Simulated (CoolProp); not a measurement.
200 sccm (0 °C, 1 atm) of nitrogen bubbles through liquid dimethyl carbonate at 285.9 K and leaves saturated at a total pressure of 0.0722 MPa (ideal gas phase). Each further row changes one setting.

The numbers come from the reference Helmholtz-energy equation of state, Zhou 2011 in CoolProp.

```
case                      vapour pressure (kPa)  mole fraction of vapour  delivery (mg/min)  delivery (sccm)  change of delivery for a bath 1 K warmer (%)
------------------------  ---------------------  -----------------------  -----------------  ---------------  --------------------------------------------
as stated                                  3.75                   0.0519         (withheld)       (withheld)                                    (withheld)
bath temperature 290.9 K                   4.95                   0.0686         (withheld)       (withheld)                                           6.0
total pressure 0.144 MPa                   3.75                   0.0260         (withheld)       (withheld)                                           6.0
```

**Question.** Some entries are withheld; supply them.

**Answer.** 
- as stated, delivery (mg/min): 44.0
- as stated, delivery (sccm): 11.0
- as stated, change of delivery for a bath 1 K warmer (%): 6.2
- bath temperature 290.9 K, delivery (mg/min): 59.2
- bath temperature 290.9 K, delivery (sccm): 14.7
- total pressure 0.144 MPa, delivery (mg/min): 21.5
- total pressure 0.144 MPa, delivery (sccm): 5.35
